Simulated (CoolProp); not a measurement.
R245fa along the isotherm 166.85 °C: density (kg/m³) from the reference equation and from simpler models built on Tc = 153.9 °C, pc = 3.651 MPa, ω = 0.378; each cubic takes its own stable root.

Values from CoolProp's reference Helmholtz-energy equation of state, Akasaka 2015.

```csv
p (MPa),phase,reference
0.166,gas,6.166
0.332,gas,12.51
0.498,gas,19.04
0.664,gas,25.78
0.83,gas,32.74
0.996,gas,39.94
1.16,gas,47.32
1.33,gas,55.26
1.49,gas,63.04
1.66,gas,71.68
1.83,gas,80.73
```

Problem. How far does each simpler model (ideal gas, van der Waals, Soave-Redlich-Kwong) lie from the reference over these 11 states: mean and median of the absolute difference, and the worst?

Solution. 
- ideal gas: mean 8.8 %, median 8.6 %, worst -16.9 % at 166.85 °C and 1.83 MPa
- van der Waals: mean 0.6 %, median 0.6 %, worst -1.3 % at 166.85 °C and 1.83 MPa
- Soave-Redlich-Kwong: mean 0.2 %, median 0.2 %, worst +0.2 % at 166.85 °C and 1.33 MPa
